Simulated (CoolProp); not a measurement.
The numbers come from the reference Helmholtz-energy equation of state, Span 2000 in CoolProp.

Question: Give the vapour pressure (bar), liquid cp (kJ/(kg K)), vapour Z, surface tension (mN/m) of saturated nitrogen at -185.85, -175.25, -154.05 °C.

Answer: 
```
T (°C)   p (bar)  liquid cp (kJ/(kg K))  vapour Z  surface tension (mN/m)
-------  -------  ---------------------  --------  ----------------------
-185.85     2.84                   2.11     0.911                    6.69
-175.25     6.71                   2.27     0.838                    4.50
-154.05     24.0                   4.15     0.581                   0.802
```

Surface tension comes from a separate correlation (Mulero 2012).
